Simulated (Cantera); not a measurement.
An isothermal, constant-pressure homogeneous reactor starts with NO : N2 = 1 : 9.5 (molar parts), at 1773 K and 14000 Pa. Integrator tolerance rtol = 1e-08.

Detailed kinetics in Cantera: GRI-Mech 3.0 (53 species, 325 reactions).

Question: What does this change do: NO 1 to 0.34 parts?

Answer: 
```
quantity                                          before                                    after
---------------  ---------------------------------------  ---------------------------------------
x(NO) at 100 s    0.0477 (gas-phase equilibrium 0.00197)   0.0255 (gas-phase equilibrium 0.00120)
x(O2) at 100 s     0.0237 (gas-phase equilibrium 0.0466)   0.00452 (gas-phase equilibrium 0.0167)
x(NO2) at 100 s  1.60e-5 (gas-phase equilibrium 9.20e-7)  3.80e-6 (gas-phase equilibrium 3.34e-7)
x(N2) at 100 s       0.928 (gas-phase equilibrium 0.951)      0.970 (gas-phase equilibrium 0.982)
x(N2O) at 100 s  8.98e-7 (gas-phase equilibrium 4.67e-8)  2.71e-7 (gas-phase equilibrium 2.88e-8)
x(O) at 100 s    3.95e-5 (gas-phase equilibrium 5.45e-5)  1.76e-5 (gas-phase equilibrium 3.26e-5)
```
